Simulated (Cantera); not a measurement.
Cantera run, input and output.

```python
import numpy as np
import cantera as ct

surf = ct.Interface("diamond.yaml", "diamond_100")
gas, bulk = surf.adjacent["gas"], surf.adjacent["diamond"]
k = surf.kinetics_species_index(bulk.species_names[0])
cover = ["c6HH", "c6H*", "c6*H", "c6**", "c6HM", "c6B"]

rows, drift = [], 0.0
print(f"{'T':>10s}{'um/h':>11s}" + "".join(f"{s:>11s}" for s in cover))
for v in [925, 1000, 1075, 1150, 1225, 1300, 1375]:
    T, P, xH, xCH3 = v, 4500, 0.014, 6.5e-05
    gas.TPX = T, P, {"H": xH, "CH3": xCH3, "CH4": 0.0027, "H2": 1 - xH - xCH3 - 0.0027}
    surf.TP = bulk.TP = T, P
    surf.coverages = "c6H*:0.1, c6HH:0.9"
    surf.advance_coverages(100.0)
    before = surf.coverages
    surf.advance_coverages(100.0)
    drift = max(drift, np.max(np.abs(surf.coverages - before) / (surf.coverages + 1e-9)))
    rate = surf.net_production_rates[k] * bulk.mean_molecular_weight / bulk.density * 3.6e9
    rows.append([rate, *surf[cover].coverages])
    print(f"{v:10.4g}{rate:11.4e}" + "".join(f"{x:11.3e}" for x in rows[-1][1:]))
```

Output:

```
         T       um/h       c6HH       c6H*       c6*H       c6**       c6HM        c6B
       925 1.0575e+00  6.646e-01  1.230e-02  3.132e-01  5.457e-03  3.487e-03  2.870e-09
      1000 1.5277e+00  5.947e-01  1.839e-02  3.737e-01  9.761e-03  2.494e-03  4.145e-09
      1075 1.9550e+00  5.303e-01  2.545e-02  4.257e-01  1.591e-02  1.729e-03  5.305e-09
      1150 1.9921e+00  4.728e-01  3.318e-02  4.683e-01  2.403e-02  1.014e-03  5.406e-09
      1225 1.4529e+00  4.224e-01  4.124e-02  5.015e-01  3.412e-02  4.182e-04  3.943e-09
      1300 9.5793e-01  3.787e-01  4.934e-02  5.257e-01  4.596e-02  1.270e-04  2.599e-09
      1375 8.0962e-01  3.412e-01  5.724e-02  5.422e-01  5.922e-02  3.466e-05  2.197e-09
```

Model: the Harris–Goodwin 1993 mechanism for the reconstructed diamond (100) surface, integrated in Cantera.
